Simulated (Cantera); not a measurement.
Input: 1 mol Si, 2.1 mol SF6, 47 mol N2, held at 1600 K and 0.00133 bar.

These are equilibrium values from Cantera (NASA tables, ideal gas, pure condensed phases), not measurements of a reactor. Candidate condensed phases: S, Si, Si3N4; 29 gas species. The tables' values for SF3, S2F2 (SSF2) are old estimates; treat these amounts as uncertain. Equilibrium is a limit: real reactors are often held back by kinetics, nucleation or transport.

Base state: N2 0.863, F 0.0799, SF2 0.0359, SiF4 0.0184, SF3 0.00130, SF 0.000545, SF4 0.000349, S2F2 (SSF2) 0.000222 (mole fractions); condensed: gas only.

What changes in the equilibrium state with this change: SF6 from 2.1 to 4.9 mol?


| species | before | after |
|---|---|---|
| N2 | 0.863 | 0.696 |
| F | 0.0799 | 0.217 |
| SF2 | 0.0359 | 0.0616 |
| SiF4 | 0.0184 | 0.0148 |
| S2 | 1.83e-5 | 9.96e-7 |
| SF4 | 0.000349 | 0.00441 |
| SF3 | 0.00130 | 0.00605 |
| S | 1.42e-5 | 3.30e-6 |

What changes in the equilibrium state with this change: SF6 from 2.1 to 0.81 mol?


```
species    before    after
-------  --------  -------
N2          0.863    0.962
SiF4       0.0184   0.0205
F          0.0799  0.00691
SF2        0.0359  0.00446
SF4      0.000349  3.25e-7
S2        1.83e-5  0.00507
```
The tables' values for S2F2 (SSF2), SF3 are old estimates; treat these amounts as uncertain.
